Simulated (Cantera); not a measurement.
A closed system holds: 1 mol Si, 4.2 mol Cl2, at 1198 K and 0.200 bar.

Cantera equilibrium calculation (NASA polynomials, part measured and part estimated; ideal gas, pure solids and liquids). Candidate condensed phases: Si; 9 gas species. The numbers say what is thermodynamically allowed, not how fast it happens.

Base state: Cl2 0.680, SiCl4 0.311, Cl 0.00854 (mole fractions); condensed: gas only.

### Question
What changes in the equilibrium state with this change: pressure from 0.200 bar to 8.50 mbar?

### Answer
```csv
species,before,after
Cl2,0.680,0.653
SiCl4,0.311,0.306
Cl,0.00854,0.0406
```

### Question
What changes in the equilibrium state with this change: 0.28 mol H2O added?

### Answer
| species | before | after |
|---|---|---|
| Cl2 | 0.680 | 0.601 |
| SiCl4 | 0.311 | 0.237 |
| HCl | 0 | 0.154 |
| Cl | 0.00854 | 0.00802 |
| SiO2(β-quartz), mol | 0 | 0.140 |
The tables hold silica as quartz up to 1696 K and as liquid above; real silica turns to tridymite and cristobalite and melts near 1996 K. Further candidate phases: H2O, SiO2.
